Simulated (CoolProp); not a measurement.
The numbers come from the reference Helmholtz-energy equation of state, Lemmon 2013 in CoolProp.

Q: Give the vapour pressure (bar), vapour density (kg/m³), liquid cp (kJ/(kg K)), liquid viscosity (µPa s) of saturated propylene at 224.6, 266.2, 307.8 K.

A: 
```tsv
T (K)	p (bar)	vapour density (kg/m³)	liquid cp (kJ/(kg K))	liquid viscosity (µPa s)
224.6	0.971	2.27	2.19	198
266.2	4.72	10.0	2.39	129
307.8	14.6	31.2	2.80	86.6
```

Viscosity comes from a separate model (Huber 2003), an estimate that may be off by 10 % or more.
